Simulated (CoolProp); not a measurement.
Vapour-liquid equilibrium of n-hexane (1) + toluene (2) at 0.0807 MPa; x and y are mole fractions of (1).

Model: multi-fluid Helmholtz-energy mixture model, Thol 2019 and Lemmon 2006; pair parameters Bell 2016, in CoolProp.

Give the bubble temperature and the first vapour's composition at x = 0.2, 0.35, 0.95. Is there an azeotrope?

x = 0.2: 358.8 K, y = 0.516; x = 0.35: 351.6 K, y = 0.679; x = 0.95: 335.8 K, y = 0.981. No azeotrope shows between x = 0.05 and 0.95.

The pair parameters rest on a limited set of measurements; away from them the model extrapolates.
